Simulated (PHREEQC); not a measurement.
1 kg of water holding 0.76 mol MgCl2 meets 20 L of dry gas (CO2 1 by moles) at fixed total pressure, at 60 °C; fugacities by Peng-Robinson. The gases take part in no redox reaction, some water evaporates into the gas, and hydrates or a liquid gas phase aren't modelled. Nothing may precipitate in this run.

Equilibrium calculation in PHREEQC: Pitzer model, pitzer.dat.

```json
[
 {"P (atm)": "2", "dissolved CO2 (all carbonate carbon) (mol/kgw)": "0.0229", "φ of CO2": "0.992", "pH": "3.70"},
 {"P (atm)": "5", "dissolved CO2 (all carbonate carbon) (mol/kgw)": "0.0598", "φ of CO2": "0.981", "pH": "3.49"},
 {"P (atm)": "10", "dissolved CO2 (all carbonate carbon) (mol/kgw)": "0.119", "φ of CO2": "?", "pH": "3.34"},
 {"P (atm)": "30", "dissolved CO2 (all carbonate carbon) (mol/kgw)": "0.332", "φ of CO2": "0.887", "pH": "3.12"},
 {"P (atm)": "40", "dissolved CO2 (all carbonate carbon) (mol/kgw)": "0.423", "φ of CO2": "0.851", "pH": "?"},
 {"P (atm)": "50", "dissolved CO2 (all carbonate carbon) (mol/kgw)": "?", "φ of CO2": "0.816", "pH": "?"},
 {"P (atm)": "75", "dissolved CO2 (all carbonate carbon) (mol/kgw)": "0.667", "φ of CO2": "0.732", "pH": "2.97"},
 {"P (atm)": "100", "dissolved CO2 (all carbonate carbon) (mol/kgw)": "?", "φ of CO2": "0.654", "pH": "?"},
 {"P (atm)": "200", "dissolved CO2 (all carbonate carbon) (mol/kgw)": "?", "φ of CO2": "0.447", "pH": "2.87"},
 {"P (atm)": "300", "dissolved CO2 (all carbonate carbon) (mol/kgw)": "1.01", "φ of CO2": "0.367", "pH": "2.84"},
 {"P (atm)": "400", "dissolved CO2 (all carbonate carbon) (mol/kgw)": "1.07", "φ of CO2": "0.331", "pH": "2.81"}
]
```

Q: Complete the blanks.

A: 
- 10, φ of CO2: 0.961
- 40, pH: 3.07
- 50, dissolved CO2 (all carbonate carbon) (mol/kgw): 0.504
- 50, pH: 3.03
- 100, dissolved CO2 (all carbonate carbon) (mol/kgw): 0.774
- 100, pH: 2.94
- 200, dissolved CO2 (all carbonate carbon) (mol/kgw): 0.930

Species that the database lacks are ignored. In brines, pH and single-ion activities rest on the MacInnes convention. Constants without temperature data keep their 25 °C values here.
